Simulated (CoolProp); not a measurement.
The fluid at 298.15 K and 0.148 MPa is throttled through a valve to 0.0304 MPa with no heat exchange. The same conditions are run with several fluids, on thermodynamics alone (safety and materials aside).

The numbers come from the reference Helmholtz-energy equation of state of each fluid (R142b: Lemmon 2006; R227EA: Lemmon 2016; CH3F (R41): Lemmon 2006; ethane: Bücker 2006; C3F8 (R218): Lemmon 2006) in CoolProp.

| fluid | temperature change (K) | final density (kg/m³) |
|---|---|---|
| R142b | -3.2 | 1.26 |
| R227EA | -2.2 | 2.12 |
| CH3F (R41) | -2.1 | 0.421 |
| ethane | -1.3 | 0.371 |
| C3F8 (R218) | -1.5 | 2.33 |
